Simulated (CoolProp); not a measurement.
The fluoroketone C6F12O (FK-5-1-12) along the isotherm 226.85 °C: fugacity coefficient from the reference equation and from simpler models built on Tc = 168.7 °C, pc = 1869 kPa, ω = 0.471; each cubic takes its own stable root.

Computed with CoolProp (reference Helmholtz-energy equation of state, McLinden 2015).

| p (kPa) | phase | reference | van der Waals | Redlich-Kwong | Soave-Redlich-Kwong | Peng-Robinson |
|---|---|---|---|---|---|---|
| 216 | gas | 0.9748 | 0.9748 | 0.9728 | 0.9761 | 0.9723 |
| 431 | gas | 0.9502 | 0.9498 | 0.9461 | 0.9526 | 0.9454 |
| 647 | gas | 0.9260 | 0.9249 | 0.9196 | 0.9294 | 0.9189 |
| 863 | gas | 0.9022 | 0.9000 | 0.8935 | 0.9065 | 0.8930 |
| 1080 | gas | 0.8786 | 0.8751 | 0.8677 | 0.8839 | 0.8676 |
| 1290 | gas | 0.8562 | 0.8511 | 0.8429 | 0.8624 | 0.8436 |
| 1510 | gas | 0.8331 | 0.8259 | 0.8174 | 0.8402 | 0.8191 |
| 1730 | gas | 0.8102 | 0.8007 | 0.7921 | 0.8184 | 0.7952 |
| 1940 | supercritical | 0.7888 | 0.7765 | 0.7683 | 0.7979 | 0.7729 |
| 2160 | supercritical | 0.7666 | 0.7510 | 0.7436 | 0.7769 | 0.7502 |
| 2370 | supercritical | 0.7458 | 0.7264 | 0.7204 | 0.7572 | 0.7291 |
| 2590 | supercritical | 0.7243 | 0.7005 | 0.6964 | 0.7371 | 0.7077 |
| 2800 | supercritical | 0.7043 | 0.6757 | 0.6740 | 0.7184 | 0.6880 |
